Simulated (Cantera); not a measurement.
Feed: 1 mol C3H6, 0.47 mol H2O, 2 mol CO2, held at 4.00 mbar.

Equilibrium computed with Cantera from the NASA thermochemical tables; the gas is ideal and each condensed phase is pure. Candidate condensed phases: C, C6H6, C7H8, C8H18, H2O; 110 gas species. Kinetics and transport are ignored. All values below are at 2048 K.

Base state: CO 0.557, H2 0.420, H 0.0229, C2H2 (acetylene) 0.000440 (mole fractions); condensed: C(graphite).

**Question.** What changes in the equilibrium state with this change: CO2 from 2 to 0.094 mol?

**Answer.** 
| species | before | after |
|---|---|---|
| H2 | 0.420 | 0.810 |
| CO | 0.557 | 0.157 |
| H | 0.0229 | 0.0319 |
| C2H2 (acetylene) | 0.000440 | 0.000850 |
| C(graphite), mol | 0.523 | 2.43 |
